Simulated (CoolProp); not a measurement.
The fluid at 298.15 K and 0.321 MPa flows at 1.4 m/s in a round tube of 2 mm bore and 45 µm roughness, fully developed (64/Re and Nu = 3.66 if laminar; Colebrook and Gnielinski if turbulent). The same conditions are run with several fluids, on thermodynamics alone (safety and materials aside).

Model: reference Helmholtz-energy equation of state of each fluid (methane: Setzmann 1991; normal hydrogen: Leachman 2009; propane: Lemmon 2009; ethane: Bücker 2006), in CoolProp.

| fluid | Reynolds number | Darcy friction factor | pressure drop (Pa/m) | heat-transfer coefficient (W/(m² K)) | mass flow (kg/h) |
|---|---|---|---|---|---|
| methane | 521 | 0.123 | 126 | 62.7 | 0.0331 |
| normal hydrogen | 82.0 | 0.781 | 99.7 | 341 | 0.00413 |
| propane | 2070 | 0.0309 | 91.2 | 33.6 | 0.0955 |
| ethane | 1190 | 0.0539 | 105 | 38.8 | 0.0632 |

Transport values come from each fluid's own correlations.
